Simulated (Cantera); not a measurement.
## Moist CO burnout

An isothermal, constant-pressure homogeneous reactor starts with 0.129 % CO, 0.467 % O2, 0.0229 % H2O, 99.4 % N2, equivalence ratio 0.14, at 1125 K and 19000 Pa.

Model: GRI-Mech 3.0 (53 species, 325 reactions), integrated in Cantera.

| t (s) | x CO | x O2 | x H2O | x CO2 | x HO2 |
|---|---|---|---|---|---|
| 2.00e-6 | 0.00129 | 0.00467 | 0.000229 | <1e-12 | <1e-12 |
| 8.12e-6 | 0.00129 | 0.00467 | 0.000229 | <1e-12 | <1e-12 |
| 3.30e-5 | 0.00129 | 0.00467 | 0.000229 | <1e-12 | <1e-12 |
| 0.000134 | 0.00129 | 0.00467 | 0.000229 | 2.12e-12 | <1e-12 |
| 0.000543 | 0.00129 | 0.00467 | 0.000229 | 8.62e-12 | <1e-12 |
| 0.00220 | 0.00129 | 0.00467 | 0.000229 | 3.52e-11 | <1e-12 |
| 0.00894 | 0.00129 | 0.00467 | 0.000229 | 1.50e-10 | <1e-12 |
| 0.0363 | 0.00129 | 0.00467 | 0.000229 | 1.04e-9 | 2.64e-11 |
| 0.147 | 0.00129 | 0.00467 | 0.000229 | 1.86e-7 | 8.65e-9 |
| 0.598 | 0.000363 | 0.00418 | 0.000217 | 0.000930 | 1.65e-7 |
| 2.43 | 1.92e-5 | 0.00404 | 0.000228 | 0.00127 | 4.34e-8 |
| 9.85 | 9.94e-7 | 0.00403 | 0.000228 | 0.00129 | 5.26e-9 |
| 40.0 | 3.55e-8 | 0.00403 | 0.000229 | 0.00129 | 4.42e-10 |
x: mole fraction; the columns are a selection and need not sum to one.

Equilibrium at this temperature and pressure: CO 1.25e-10, O2 0.00402, H2O 0.000229, CO2 0.00129, HO2 8.95e-12 (gas phase only).
